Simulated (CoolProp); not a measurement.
Vapour pressure (kPa) of water: the reference equation beside estimates from Tc = 647.1 K, pc = 22060 kPa, ω = 0.344.

The numbers come from the reference Helmholtz-energy equation of state, Wagner 2002 in CoolProp.

```csv
T (K),reference,van der Waals,Peng-Robinson
398.6,235.5,2227,228.6
410.3,333.3,2617,326.1
422.1,462.9,3055,455.9
433.8,628.5,3534,622.5
445.5,838.2,4061,834.1
457.3,1102,4642,1101
469,1424,5269,1428
480.8,1820,5955,1830
492.5,2291,6689,2309
504.2,2851,7479,2879
516,3518,8332,3558
527.7,4291,9237,4346
539.4,5187,10200,5259
551.2,6230,11240,6321
```

Absolute difference from the reference over all 14 rows, mean and median: van der Waals 324.2 and 248.6 %, Peng-Robinson 1.1 and 1.1 %.
